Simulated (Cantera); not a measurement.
Standard-state values (1 bar) from the NASA 1993 polynomials, evaluated with Cantera. Values are per mole of reaction as written; species without (g) are pure solids or liquids, kept so even where they would boil at 1 bar.

Task: Between 300 and 1350 K, where is each reaction favourable under standard conditions?
- 3 H2O2(g) + 4 V ⇌ 6 H(g) + 2 V2O3

Result: 
- 3 H2O2(g) + 4 V ⇌ 6 H(g) + 2 V2O3: ΔG° is -740 kJ at 300 K and -916 kJ at 1350 K; it stays negative (K > 1). ΔH° is -615 kJ and ΔS° 223 J/K at 1350 K.
